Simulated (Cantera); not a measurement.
Charge: 1 mol TEOS, 8.9 mol NO, 1.9 mol H2, held at 95.0 mbar.

Equilibrium computed with Cantera from the NASA thermochemical tables; the gas is ideal and each condensed phase is pure. Candidate condensed phases: C, C6H6, C7H8, C8H18, H2O, Si, SiC, SiO2, Si2N2O, Si3N4; 151 gas species. The feed counts by its element totals alone. The tables hold silica as quartz up to 1696 K and as liquid above; real silica turns to tridymite and cristobalite and melts near 1996 K. The numbers say what is thermodynamically allowed, not how fast it happens.

### Question
Which condensed phases are stable at each of these points (T (°C)): 452, 527, 602, 677, 752, 827, 902, 977, 1052, 1127, 1202, 1277, 1352?

### Answer
```json
[
 {"T (°C)": "452", "condensed phases": "C(graphite) + SiO2(α-quartz)", "Si condensed (%)": "100.0"},
 {"T (°C)": "527", "condensed phases": "C(graphite) + SiO2(α-quartz)", "Si condensed (%)": "100.0"},
 {"T (°C)": "602", "condensed phases": "SiO2(β-quartz)", "Si condensed (%)": "100.0"},
 {"T (°C)": "677", "condensed phases": "SiO2(β-quartz)", "Si condensed (%)": "100.0"},
 {"T (°C)": "752", "condensed phases": "SiO2(β-quartz)", "Si condensed (%)": "100.0"},
 {"T (°C)": "827", "condensed phases": "SiO2(β-quartz)", "Si condensed (%)": "100.0"},
 {"T (°C)": "902", "condensed phases": "SiO2(β-quartz)", "Si condensed (%)": "100.0"},
 {"T (°C)": "977", "condensed phases": "SiO2(β-quartz)", "Si condensed (%)": "100.0"},
 {"T (°C)": "1052", "condensed phases": "SiO2(β-quartz)", "Si condensed (%)": "100.0"},
 {"T (°C)": "1127", "condensed phases": "SiO2(β-quartz)", "Si condensed (%)": "100.0"},
 {"T (°C)": "1202", "condensed phases": "SiO2(β-quartz)", "Si condensed (%)": "100.0"},
 {"T (°C)": "1277", "condensed phases": "SiO2(β-quartz)", "Si condensed (%)": "100.0"},
 {"T (°C)": "1352", "condensed phases": "SiO2(β-quartz)", "Si condensed (%)": "100.0"}
]
```

From 452 °C to 527 °C the condensed part is C(graphite) + SiO2(α-quartz). From 602 °C to 1352 °C the condensed part is SiO2(β-quartz).
